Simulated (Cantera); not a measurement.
What does this Cantera script print?

```python
import numpy as np
import cantera as ct

gas_names = """
    C CN CO CO2 C2 CCN CNC C2N2 C2O C3 C3O2 C4 C4N2 C5 N NCO NO NO2 NO3 N2 N2O O O2 O3 Pb PbO Pb2
""".split()
cond_names = """
    C(gr) Pb(cr) Pb(L) PbO(rd) PbO(yw) PbO(L) PbO2(s) Pb3O4(s)
""".split()


# ... load() reads the species with a 1 bar reference pressure and builds the phases ...
atoms = {
    'Pb': {'Pb': 1},
    'CO': {'C': 1, 'O': 1},
    'N2': {'N': 2},
}
top_T = {'C(gr)': 4500, 'Pb3O4(s)': 820}  # K; cautious upper limits of use, not melting points


# ... equilibrate(T, P, feed) seeds the gas with the atoms and calls Mixture.equilibrate('TP', solver="vcs", rtol=1e-11, max_steps=5000) ...
results = []
feed = {'Pb': 1, 'CO': 0.75, 'N2': 46}  # mol
T = 1525  # K
P = 63  # Pa
mix = equilibrate(T, P, feed)
results.append((T, P, feed, dict(zip(mix.species_names, mix.species_moles))))
print(gas.report(threshold=1e-06))
for i in range(1, mix.n_phases):
    print(f"{mix.phase(i).name:16s} {mix.phase_moles(i):12.5e} mol")
```

It prints:

```
       temperature   1525 K
          pressure   63 Pa
           density   0.00015784 kg/m^3
  mean mol. weight   31.767 kg/kmol
   phase of matter   gas

                          1 kg             1 kmol
                     ---------------   ---------------
          enthalpy        1.3005e+06        4.1313e+07  J
   internal energy        9.0136e+05        2.8633e+07  J
           entropy            9589.7        3.0463e+05  J/K
    Gibbs function       -1.3324e+07       -4.2325e+08  J
 heat capacity c_p            1088.5             34579  J/K
 heat capacity c_v            826.79             26264  J/K

                      mass frac. Y      mole frac. X     chem. pot. / RT
                     ---------------   ---------------   ---------------
                CO          0.013849          0.015707           -47.056
                N2           0.84955           0.96335            -33.47
                Pb            0.1366          0.020942           -19.004
     [  +24 minor]        5.8476e-08        5.8652e-09

C(gr)             0.00000e+00 mol
Pb(L)             0.00000e+00 mol
PbO(L)            0.00000e+00 mol
```

These are equilibrium values from Cantera (NASA tables, ideal gas, pure condensed phases), not measurements of a reactor.
